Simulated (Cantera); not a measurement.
Input: 1 mol CuF2, 6.8 mol O2, 1.1 mol N2, 0.032 mol HF, held at 76000 Pa.

Cantera equilibrium calculation (NASA polynomials, part measured and part estimated; ideal gas, pure solids and liquids). Candidate condensed phases: Cu, CuF2, CuO, Cu(OH)2, Cu2O, H2O; 45 gas species. Kinetics and transport are ignored.

Task: At 1250 K, list the 4 most abundant gas species with their mole fractions, and the condensed phases.

Result: O2 0.854, N2 0.138, HF 0.00402, CuF2 0.00317. Condensed: CuF2(l).
